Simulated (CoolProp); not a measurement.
A single-stage vapour-compression cycle with the fluid: evaporating at 251.15 K (dew point), condensing at 295.15 K (bubble point), superheat 10 K, subcooling 8 K, compressor efficiency 0.65, no pressure losses. The same conditions are run with several fluids, on thermodynamics alone (safety and materials aside).

Computed with CoolProp (reference Helmholtz-energy equation of state of each fluid (R1132(E): Akasaka 2024; R236FA: Pan 2012; n-butane: Bücker 2006; c-C4F8 (RC318): Platzer 1990; sulfur dioxide: Gao 2016; R134a: Tillner-Roth 1994)). The equations of Platzer and Polt are older, rougher fits.

```
fluid           cooling COP  pressure ratio  discharge temperature (K)  refrigerating effect (kJ/kg)  volumetric capacity (kJ/m³)
--------------  -----------  --------------  -------------------------  ----------------------------  ---------------------------
R1132(E)               3.12             ___                      346.6                           224                         2750
R236FA                  ___            6.20                      316.1                           134                          380
n-butane               3.34            5.36                        ___                           337                          379
c-C4F8 (RC318)         3.16            5.72                      303.3                          91.9                          429
sulfur dioxide         3.16            6.16                        ___                           357                          616
R134a                  3.25             ___                      332.1                           ___                         1040
```

Some entries are withheld; supply them.


- R1132(E), pressure ratio: 3.98
- R236FA, cooling COP: 3.27
- n-butane, discharge temperature (K): 324.6
- sulfur dioxide, discharge temperature (K): 436.3
- R134a, pressure ratio: 5.00
- R134a, refrigerating effect (kJ/kg): 174
